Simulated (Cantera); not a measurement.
Input (Python, Cantera) and output of one run.

```python
import numpy as np
import cantera as ct

gas_names = """
    Br Br2 H HBr H2 Si SiBr SiBr2 SiBr3 SiBr4 SiH SiHBr3 SiH2 SiH2Br2 SiH3 SiH3Br SiH4 Si2 Si3
""".split()
cond_names = """
    Br2(cr) Br2(L) Si(cr) Si(L)
""".split()


# ... load() reads the species with a 1 bar reference pressure and builds the phases ...
atoms = {
    'Si': {'Si': 1},
    'HBr': {'H': 1, 'Br': 1},
}
top_T = {}  # K; cautious upper limits of use, not melting points


# ... equilibrate(T, P, feed) seeds the gas with the atoms and calls Mixture.equilibrate('TP', solver="vcs", rtol=1e-11, max_steps=5000) ...
results = []
feed = {'Si': 1, 'HBr': 10}  # mol
T = 1325  # K
for P in [1, 6.8, 46, 320, 2200, 15000, 100000]:
    mix = equilibrate(T, P, feed)
    results.append((T, P, feed, dict(zip(mix.species_names, mix.species_moles))))

top = {s: max(r[3][s] / sum(r[3][g] for g in gas_names) for r in results) for s in gas_names}
cols = sorted((s for s in top if top[s] > 0.0001), key=lambda s: -top[s])[:6]
seen = [c for c in cond_names if any(r[3].get(c, 0) > 1e-12 for r in results)]
print("log10 of partial pressures in bar; condensed amounts in mol")
print(f"{'P/Pa':>10s}" + "".join(f"{s[:9]:>10s}" for s in cols + seen))
for T, P, feed, n in results:
    ng = sum(n[g] for g in gas_names)
    print(f"{P:10.4g}" + "".join(f"{np.log10(max(n[s] / ng * P / 1e5, 1e-99)):10.3f}" for s in cols)
          + "".join(f"{n.get(c, 0):10.4g}" for c in seen))
```

Result:

```
log10 of partial pressures in bar; condensed amounts in mol
      P/Pa       HBr        H2        Br     SiBr4     SiBr2     SiBr3
         1    -5.235    -5.769    -5.809    -8.743    -6.039    -8.176
       6.8    -4.330    -5.026    -5.277    -6.842    -5.204    -6.808
        46    -3.472    -4.211    -4.826    -5.172    -4.435    -5.589
       320    -2.637    -3.283    -4.454    -3.808    -3.815    -4.597
      2200    -1.820    -2.359    -4.099    -2.726    -3.442    -3.869
   1.5e+04    -0.996    -1.490    -3.710    -1.811    -3.305    -3.343
     1e+05    -0.175    -0.658    -3.305    -0.966    -3.271    -2.904
```

Method: chemical equilibrium by Gibbs-energy minimisation in Cantera with the NASA 1993 tables (ideal gas, pure condensed phases). The tables' values for SiBr3, SiBr are old estimates; treat these amounts as uncertain.
